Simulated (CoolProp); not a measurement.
R404A at 298.15 K and 0.833 MPa flows at 6.6 m/s in a round tube of 12.7 mm bore and 0.25 µm roughness, fully developed (64/Re and Nu = 3.66 if laminar; Colebrook and Gnielinski if turbulent). Each further row changes one setting.

The numbers come from the reference Helmholtz-energy equation of state, Lemmon 2003 in CoolProp. It is a pseudo-pure fit of the blend.

```json
[
 {"case": "as stated", "Reynolds number": "259000", "Darcy friction factor": "0.0151", "pressure drop (Pa/m)": "1000", "heat-transfer coefficient (W/(m² K))": "516", "mass flow (kg/h)": "117"},
 {"case": "velocity 13.2 m/s", "Reynolds number": "518000", "Darcy friction factor": "0.0134", "pressure drop (Pa/m)": "3550", "heat-transfer coefficient (W/(m² K))": "915", "mass flow (kg/h)": "233"},
 {"case": "diameter 25.4 mm", "Reynolds number": "518000", "Darcy friction factor": "0.0132", "pressure drop (Pa/m)": "439", "heat-transfer coefficient (W/(m² K))": "452", "mass flow (kg/h)": "466"}
]
```

Viscosity comes from a separate model (Geller 2000). Thermal conductivity comes from a separate model (Geller 2001).
